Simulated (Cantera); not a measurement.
Charge: 1 mol Al, 3.6 mol HCl, 0.26 mol N₂, at 1098 K and 26.0 Pa.

Cantera equilibrium calculation (NASA polynomials, part measured and part estimated; ideal gas, pure solids and liquids). Candidate condensed phases: Al, AlCl₃, AlN, NH₄Cl; 20 gas species. The tables' values for AlCl₂ are old estimates; treat these amounts as uncertain. Equilibrium is a limit: real reactors are often held back by kinetics, nucleation or transport.

Base state: H₂ 0.446, AlCl₃ 0.297, HCl 0.179, N₂ 0.0774, AlCl₂ 0.000369, AlCl 2.88e-5 (mole fractions); condensed: gas only.

What changes in the equilibrium state with this change: temperature from 1098 K to 698.15 K?


```tsv
species	before	after
H₂	0.446	0.447
AlCl₃	0.297	0.296
HCl	0.179	0.179
Al₂Cl₆	6.70e-7	0.00104
N₂	0.0774	0.0775
AlCl₂	0.000369	<1e-9
AlCl	2.88e-5	<1e-9
```
